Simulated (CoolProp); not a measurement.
Properties of C2F6 (R116) along the isotherm 314.5 K (Tc = 293.0 K, pc = 3.048 MPa, ω = 0.257).

Values from CoolProp's reference Helmholtz-energy equation of state, Lemmon 2006. It is a short technical equation, of lower accuracy than the large ones.

| p (MPa) | phase | isothermal compressibility (1/MPa) | conductivity (mW/(m K)) |
|---|---|---|---|
| 0.109 | gas | 9.262 | 16.1 |
| 0.218 | gas | 4.677 | 16.1 |
| 0.327 | gas | 3.150 | 16.1 |
| 0.435 | gas | … | 16.2 |
| 0.544 | gas | 1.934 | 16.2 |
| 0.653 | gas | 1.630 | 16.3 |
| 0.762 | gas | 1.413 | 16.3 |
| 0.871 | gas | … | 16.4 |
| 0.98 | gas | 1.127 | 16.4 |
| 1.09 | gas | … | … |
| 1.2 | gas | 0.9461 | … |
| 1.31 | gas | … | 16.7 |
| 1.41 | gas | 0.8287 | 16.8 |
| 1.52 | gas | 0.7811 | … |

### Question
What belongs in the gaps?

### Answer

- 0.435, isothermal compressibility (1/MPa): 2.393
- 0.871, isothermal compressibility (1/MPa): 1.252
- 1.09, isothermal compressibility (1/MPa): 1.027
- 1.09, conductivity (mW/(m K)): 16.5
- 1.2, conductivity (mW/(m K)): 16.6
- 1.31, isothermal compressibility (1/MPa): 0.8795
- 1.52, conductivity (mW/(m K)): 16.9

Thermal conductivity comes from a separate model (Huber 2003), an estimate that may be off by 10 % or more.
